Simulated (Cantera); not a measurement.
What does this Cantera script print?

```python
import numpy as np
import cantera as ct

gas = ct.Solution("h2o2.yaml")
gas.TPX = 1423, 500000, {'H2': 0.71, 'O2': 1.14, 'N2': 4.27}
reactor = ct.IdealGasConstPressureReactor(gas, energy="on", clone=False)
net = ct.ReactorNet([reactor])
net.rtol, net.atol = 1e-08, 1e-16
show = ['H2', 'O2', 'H', 'OH', 'O', 'H2O2', 'HO2']
times = np.geomspace(2e-06, 2, 11)

steps = ct.SolutionArray(gas, extra=["t"])
rows = []
print(f"{'t/s':>10s}{'T/K':>9s}{'P/Pa':>11s}" + "".join(f"{s:>11s}" for s in show))
for t in times:
    while net.time < t:
        t_next = net.step()
        steps.append(gas.state, t=t_next)
    rows.append([np.interp(t, steps.t, y) for y in (steps.T, steps.P, *steps(*show).X.T)])
    print(f"{t:10.3e}{rows[-1][0]:9.1f}{rows[-1][1]:11.4g}" + "".join(f"{x:11.3e}" for x in rows[-1][2:]))
rate = np.gradient(steps.T, steps.t)
print("integrator steps:", len(steps.t))
if steps.T.max() > steps.T[0] + 200:
    print(f"time of steepest temperature rise: {steps.t[rate.argmax()]:.4e} s")
gas.TPX = 1423, 500000, {'H2': 0.71, 'O2': 1.14, 'N2': 4.27}
gas.equilibrate("HP")
print(f"equilibrium (HP): T = {gas.T:.1f} K  " + "  ".join(f"{s} {gas[s].X[0]:.3e}" for s in show))
```

It prints:

```
       t/s      T/K       P/Pa         H2         O2          H         OH          O       H2O2        HO2
 2.000e-06   1423.1      5e+05  1.159e-01  1.862e-01  2.739e-05  8.386e-06  1.063e-05  5.954e-08  9.678e-06
 7.962e-06   2063.8      5e+05  3.615e-03  1.291e-01  3.592e-03  1.269e-02  9.720e-03  1.070e-06  4.988e-05
 3.170e-05   2210.8      5e+05  3.641e-04  1.344e-01  1.007e-04  4.818e-03  9.538e-04  3.680e-07  8.502e-06
 1.262e-04   2220.7      5e+05  1.924e-04  1.349e-01  3.955e-05  3.574e-03  5.093e-04  3.573e-07  7.466e-06
 5.024e-04   2220.7      5e+05  1.923e-04  1.349e-01  3.951e-05  3.573e-03  5.089e-04  3.573e-07  7.465e-06
 2.000e-03   2220.7      5e+05  1.923e-04  1.349e-01  3.951e-05  3.573e-03  5.089e-04  3.573e-07  7.465e-06
 7.962e-03   2220.7      5e+05  1.923e-04  1.349e-01  3.951e-05  3.573e-03  5.089e-04  3.573e-07  7.465e-06
 3.170e-02   2220.7      5e+05  1.923e-04  1.349e-01  3.951e-05  3.573e-03  5.089e-04  3.573e-07  7.465e-06
 1.262e-01   2220.7      5e+05  1.923e-04  1.349e-01  3.951e-05  3.573e-03  5.089e-04  3.573e-07  7.465e-06
 5.024e-01   2220.7      5e+05  1.923e-04  1.349e-01  3.951e-05  3.573e-03  5.089e-04  3.573e-07  7.465e-06
 2.000e+00   2220.7      5e+05  1.923e-04  1.349e-01  3.951e-05  3.573e-03  5.089e-04  3.573e-07  7.465e-06
integrator steps: 1053
time of steepest temperature rise: 4.4424e-06 s
equilibrium (HP): T = 2220.7 K  H2 1.923e-04  O2 1.349e-01  H 3.951e-05  OH 3.573e-03  O 5.089e-04  H2O2 3.573e-07  HO2 7.465e-06
```

Detailed kinetics in Cantera: the H2/O2 subset of GRI-Mech 3.0, which has no nitrogen chemistry. The hydrogen kinetics of GRI-Mech 3.0 are dated; newer H2 mechanisms differ, most at raised pressure.
